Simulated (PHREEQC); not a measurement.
Solution (8.9 °C): 0.00014 mol/kgw Ag2SO4, 0.0054 mol/kgw HBF4 and 0.0021 mol/kgw Cu(NO3)2. Closed to the air; pH follows from the charge balance.

Equilibrium calculation in PHREEQC: ion-association model, wateq4f.dat.

Each row changes one thing in this solution. This is a speciation only: nothing precipitates in the calculation.

| case | pH | ionic strength (mol/kgw) | BF4- (mol/kgw) | HF (mol/kgw) | H3BO3 (mol/kgw) | F- (mol/kgw) | SI of Chalcanthite (CuSO4:5H2O) | SI of CuF2:2H2O (CuF2:2H2O) |
|---|---|---|---|---|---|---|---|---|
| as made | 2.33 | 0.0118 | 0.00406 | 0.00338 | 0.000937 | 0.000709 | -4.35 | -4.86 |
| temperature from 8.9 to 15 °C | 2.33 | 0.0117 | 0.00398 | 0.00370 | 0.00102 | 0.000712 | -4.38 | -4.80 |
| diluted 100-fold with water | 3.75 | 0.000247 | 6.86e-11 | 3.56e-5 | 5.40e-5 | 0.000180 | -7.90 | -7.82 |
| Ag2SO4 from 0.00014 to 1.4e-05 mol/kgw | 2.33 | 0.0115 | 0.00406 | 0.00338 | 0.000938 | 0.000706 | -5.34 | -4.86 |
| Cu(NO3)2 from 0.0021 to 0.0042 mol/kgw | 2.33 | 0.0180 | 0.00406 | 0.00334 | 0.000935 | 0.000726 | -4.15 | -4.59 |

Away from 25 °C the constants follow the database's enthalpies or fits; those with neither stay at their 25 °C values. Real BF4- forms and hydrolyses slowly; the run takes it at equilibrium.
